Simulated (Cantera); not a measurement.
Cantera run, input and output.

```python
import numpy as np
import cantera as ct

gas = ct.Solution("gri30.yaml")
gas.TPX = 400, 46000, {'CH4': 1, 'O2': 2.33, 'N2': 8.74}
flame = ct.FreeFlame(gas, width=0.069)
flame.set_refine_criteria(ratio=3, slope=0.08, curve=0.16)
flame.transport_model = "unity-Lewis-number"
flame.solve(loglevel=0, auto=True)
z, T = flame.grid, flame.T
thick = (T[-1] - T[0]) / np.gradient(T, z).max()
show = ['CH4', 'O2', 'CO2', 'O', 'HCN', 'CH2O']
print(f"laminar burning velocity  {flame.velocity[0] * 100:.3f} cm/s")
print(f"burnt temperature         {T[-1]:.1f} K")
print(f"thermal thickness         {thick * 1e3:.4f} mm")
print(f"grid points               {len(z)}")
z0 = z[flame.heat_release_rate.argmax()]
print(f"{'z/mm':>9s}{'T/K':>9s}{'u/(m/s)':>9s}" + "".join(f"{s:>11s}" for s in show))
rows = []
for k in (-3, -2, -1.5, -1, -0.5, -0.25, 0, 0.25, 0.5, 1, 2, 4, 8):
    zz = z0 + k * thick
    rows.append([k * thick, np.interp(zz, z, T), np.interp(zz, z, flame.velocity),
                 *(np.interp(zz, z, flame.X[gas.species_index(s)]) for s in show)])
    print(f"{rows[-1][0] * 1e3:9.3f}{rows[-1][1]:9.1f}{rows[-1][2]:9.3f}" + "".join(f"{x:11.3e}" for x in rows[-1][3:]))
```

It prints:

```
laminar burning velocity  51.728 cm/s
burnt temperature         2138.4 K
thermal thickness         0.8756 mm
grid points               137
     z/mm      T/K  u/(m/s)        CH4         O2        CO2          O        HCN       CH2O
   -2.627    400.1    0.517  8.284e-02  1.930e-01  2.798e-06  1.967e-12  8.233e-11  1.546e-07
   -1.751    402.0    0.520  8.274e-02  1.929e-01  4.707e-05  4.987e-11  1.386e-09  2.595e-06
   -1.313    410.8    0.531  8.223e-02  1.921e-01  2.565e-04  3.685e-10  7.555e-09  1.404e-05
   -0.876    473.8    0.614  7.858e-02  1.864e-01  1.758e-03  6.813e-09  5.179e-08  9.260e-05
   -0.438    843.8    1.102  5.580e-02  1.512e-01  1.117e-02  1.864e-06  3.290e-07  5.017e-04
   -0.219   1226.7    1.618  3.016e-02  1.112e-01  2.197e-02  7.040e-05  6.490e-07  7.342e-04
    0.000   1611.9    2.151  5.442e-03  6.587e-02  3.588e-02  1.545e-03  9.929e-07  4.452e-04
    0.219   1744.6    2.330  1.906e-04  4.592e-02  4.788e-02  5.242e-03  5.318e-07  3.063e-05
    0.438   1789.4    2.384  4.016e-06  4.115e-02  5.513e-02  6.066e-03  1.530e-07  7.292e-07
    0.876   1850.4    2.454  3.498e-09  3.789e-02  6.155e-02  5.505e-03  1.225e-08  7.490e-10
    1.751   1924.8    2.538  2.719e-14  3.534e-02  6.594e-02  4.126e-03  1.365e-10  1.679e-11
    3.502   2000.4    2.623  4.050e-18  3.292e-02  7.009e-02  2.641e-03  4.275e-13  9.133e-12
    7.004   2063.7    2.692  8.678e-19  3.074e-02  7.419e-02  1.532e-03  2.543e-13  4.158e-12
```

Model: GRI-Mech 3.0 (53 species, 325 reactions), integrated in Cantera. Unity Lewis numbers drop preferential diffusion, which matters most where H2 and H carry the flame. Burning velocities carry a grid error of a few per cent, more on coarse grids.
